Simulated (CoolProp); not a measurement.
Vapour-liquid equilibrium of toluene (1) + n-octane (2) at 310.1 K; x and y are mole fractions of (1).

The numbers come from the multi-fluid Helmholtz-energy mixture model, Lemmon 2006 and Beckmüller 2019; pair parameters Bell 2016 in CoolProp.

| x | bubble pressure, mixture model (bar) | bubble pressure, Raoult's law (bar) | y, mixture model | y, Raoult's law |
|---|---|---|---|---|
| 0.05 | 0.03873 | 0.03724 | 0.126 | 0.092 |
| 0.125 | 0.04303 | 0.03971 | 0.272 | 0.216 |
| 0.2 | 0.04687 | 0.04217 | 0.384 | 0.325 |
| 0.275 | 0.05028 | 0.04464 | 0.473 | 0.422 |
| 0.35 | 0.05329 | 0.04711 | 0.546 | 0.509 |
| 0.425 | 0.05596 | 0.04957 | 0.608 | 0.587 |
| 0.5 | 0.05833 | 0.05204 | 0.663 | 0.658 |
| 0.575 | 0.06043 | 0.05451 | 0.713 | 0.722 |
| 0.65 | 0.06231 | 0.05697 | 0.760 | 0.781 |
| 0.725 | 0.06399 | 0.05944 | 0.807 | 0.835 |
| 0.8 | 0.06549 | 0.06191 | 0.855 | 0.885 |
| 0.875 | 0.06679 | 0.06437 | 0.905 | 0.931 |
| 0.95 | 0.06789 | 0.06684 | 0.960 | 0.973 |

The largest gap from Raoult's law is +13.1 % in bubble pressure, at x = 0.35. No azeotrope shows between x = 0.05 and 0.95.

Pair parameters are fitted to limited data, so mixtures are less certain than the pure fluids.
